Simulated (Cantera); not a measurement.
Charge: 1 mol SiC, 8.3 mol H₂, 0.033 mol C, at 10000 Pa.

Cantera equilibrium calculation (NASA polynomials, part measured and part estimated; ideal gas, pure solids and liquids). Candidate condensed phases: C, C₆H₆, C₇H₈, C₈H₁₈, Si, SiC; 87 gas species. Gases not in the tables: Si₂H₆ and higher silanes. The numbers say what is thermodynamically allowed, not how fast it happens.

Question: Which condensed phases are stable at each of these points (T (K)): 1873, 2023, 2173, 2323, 2473, 2623, 2773, 2923, 3073?

Answer: 
```json
[
 {"T (K)": "1873", "condensed phases": "C(graphite) + SiC(s)", "Si condensed (%)": "100.0"},
 {"T (K)": "2023", "condensed phases": "C(graphite) + SiC(s)", "Si condensed (%)": "100.0"},
 {"T (K)": "2173", "condensed phases": "SiC(s)", "Si condensed (%)": "99.7"},
 {"T (K)": "2323", "condensed phases": "SiC(s)", "Si condensed (%)": "97.4"},
 {"T (K)": "2473", "condensed phases": "SiC(s)", "Si condensed (%)": "86.6"},
 {"T (K)": "2623", "condensed phases": "C(graphite) + SiC(s)", "Si condensed (%)": "37.6"},
 {"T (K)": "2773", "condensed phases": "gas only", "Si condensed (%)": "0.0"},
 {"T (K)": "2923", "condensed phases": "gas only", "Si condensed (%)": "0.0"},
 {"T (K)": "3073", "condensed phases": "gas only", "Si condensed (%)": "0.0"}
]
```

From 1873 K to 2023 K the condensed part is C(graphite) + SiC(s). From 2173 K to 2473 K the condensed part is SiC(s). At 2623 K the condensed part is C(graphite) + SiC(s). From 2773 K to 3073 K nothing is condensed.
